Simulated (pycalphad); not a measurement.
CALPHAD calculation (pycalphad, COST 507 light-alloy database (1999)), 1 atm. No gas phase is included, though pure Mg would boil below 1650 K. These are 1990s assessments: newer ones move some temperatures and phases. Diffusion is slow at the low end, where real alloys seldom reach equilibrium.

Molar enthalpy of Si-3.509Mg-83.5Al (wt.%) in equilibrium (SER reference):

```tsv
T (K)	H (kJ/mol)	phases
1650	53.75	LIQUID
1570	51.25	LIQUID
1490	48.74	LIQUID
1410	46.24	LIQUID
1330	43.74	LIQUID
1250	41.23	LIQUID
1170	38.73	LIQUID
1090	36.24	LIQUID
1010	33.74	LIQUID
930	31.25	LIQUID
890	30.02	LIQUID
850	28.81	LIQUID
810	13.19	FCC_A1 + DIAMOND_A4 + MG2SI
770	11.80	FCC_A1 + DIAMOND_A4 + MG2SI
690	9.22	FCC_A1 + DIAMOND_A4 + MG2SI
610	6.85	FCC_A1 + DIAMOND_A4 + MG2SI
530	4.62	FCC_A1 + DIAMOND_A4 + MG2SI
450	2.51	FCC_A1 + DIAMOND_A4 + MG2SI
370	0.47	FCC_A1 + DIAMOND_A4 + MG2SI
```

Cooling from 850 K to 810 K, across the freezing range, releases 15.6 kJ/mol, or 578 J/g. The slope is 30 J/(mol K) in the liquid and 35 J/(mol K) just below the solidus, where it includes any heat of precipitation. Liquidus 838 K, solidus 831 K. Changes were sought between steps of 40 K, so a narrower field can be missed.

Database names, with the compositions (at.%) that they take in these runs: MG2SI: Mg 67 Si 33. FCC_A1 is fcc; DIAMOND_A4 is diamond (Si).
